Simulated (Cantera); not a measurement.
Feed: 1 mol AlN, 0.041 mol H2, at 7.50 Torr.

Method: chemical equilibrium by Gibbs-energy minimisation in Cantera with the NASA 1993 tables (ideal gas, pure condensed phases). Candidate condensed phases: Al, AlN; 13 gas species. Rates play no part.

log p: log10 of the partial pressure in bar; n: condensed amount in mol.

| T (K) | log p H2 | log p Al | log p N2 | log p H | log p AlH | log p Al2 | log p N | n AlN(s) |
|---|---|---|---|---|---|---|---|---|
| 1698 | -2.00 | -4.99 | -5.27 | -4.84 | -6.21 | -9.70 | -13.91 | 1.000 |
| 1798 | -2.01 | -4.27 | -4.55 | -4.46 | -5.61 | -8.54 | -12.73 | 1.000 |
| 1898 | -2.02 | (withheld) | (withheld) | (withheld) | (withheld) | (withheld) | (withheld) | 0.999 |
| 1998 | -2.07 | -3.04 | -3.33 | -3.83 | -4.63 | -6.59 | -10.72 | 0.995 |
| 2098 | -2.29 | -2.51 | -2.81 | -3.66 | -4.30 | -5.76 | -9.86 | 0.976 |
| 2198 | (withheld) | -2.19 | -2.49 | (withheld) | (withheld) | (withheld) | (withheld) | 0 |
| 2298 | -3.72 | -2.19 | -2.49 | -3.88 | -4.85 | -5.49 | -8.66 | 0 |
| 2398 | -3.80 | -2.19 | -2.49 | -3.70 | -4.96 | -5.65 | -8.21 | 0 |
| 2498 | -3.92 | -2.19 | -2.49 | -3.56 | -5.09 | -5.81 | -7.79 | 0 |
| 2598 | -4.08 | -2.20 | -2.50 | -3.46 | -5.23 | -5.95 | -7.40 | 0 |
| 2698 | -4.27 | -2.20 | -2.50 | -3.39 | -5.38 | -6.08 | -7.04 | 0 |
| 2798 | -4.50 | -2.20 | -2.50 | -3.34 | -5.55 | -6.21 | -6.71 | 0 |

**Question.** What belongs in the gaps?

**Answer.** 
- 1898, log p Al: -3.62
- 1898, log p N2: -3.91
- 1898, log p H: -4.12
- 1898, log p AlH: -5.08
- 1898, log p Al2: -7.51
- 1898, log p N: -11.67
- 2198, log p H2: -3.67
- 2198, log p H: -4.09
- 2198, log p AlH: -4.75
- 2198, log p Al2: -5.31
- 2198, log p N: -9.16
